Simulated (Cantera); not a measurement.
Feed: 1 mol HMDSO, 1.3 mol CO₂, 0.98 mol H₂, at 0.0133 bar.

Method: chemical equilibrium by Gibbs-energy minimisation in Cantera with the NASA 1993 tables (ideal gas, pure condensed phases). Candidate condensed phases: C, C₆H₆, C₇H₈, C₈H₁₈, H₂O, Si, SiC, SiO₂; 123 gas species. The feed counts by its element totals alone. Mutual solubility and eutectic melting of coexisting phases are not modelled. The tables hold silica as quartz up to 1696 K and as liquid above; real silica turns to tridymite and cristobalite and melts near 1996 K. Kinetics and transport are ignored.

Q: Which condensed phases are stable at each of these points (T (K)): 648, 748, 848, 948, 1048, 1148, 1248, 1348, 1448, 1548, 1648, 1748?

A: 
| T (K) | condensed phases | Si condensed (%) |
|---|---|---|
| 648 | C(graphite) + SiC(s) + SiO₂(α-quartz) | 100.0 |
| 748 | C(graphite) + SiC(s) + SiO₂(α-quartz) | 100.0 |
| 848 | C(graphite) + SiC(s) + SiO₂(β-quartz) | 100.0 |
| 948 | C(graphite) + SiC(s) + SiO₂(β-quartz) | 100.0 |
| 1048 | C(graphite) + SiC(s) + SiO₂(β-quartz) | 100.0 |
| 1148 | C(graphite) + SiC(s) + SiO₂(β-quartz) | 100.0 |
| 1248 | C(graphite) + SiC(s) + SiO₂(β-quartz) | 100.0 |
| 1348 | C(graphite) + SiC(s) + SiO₂(β-quartz) | 99.9 |
| 1448 | C(graphite) + SiC(s) | 99.7 |
| 1548 | C(graphite) + SiC(s) | 99.6 |
| 1648 | C(graphite) + SiC(s) | 99.4 |
| 1748 | C(graphite) + SiC(s) | 99.1 |

From 648 K to 748 K the condensed part is C(graphite) + SiC(s) + SiO₂(α-quartz). From 848 K to 1348 K the condensed part is C(graphite) + SiC(s) + SiO₂(β-quartz). From 1448 K to 1748 K the condensed part is C(graphite) + SiC(s).
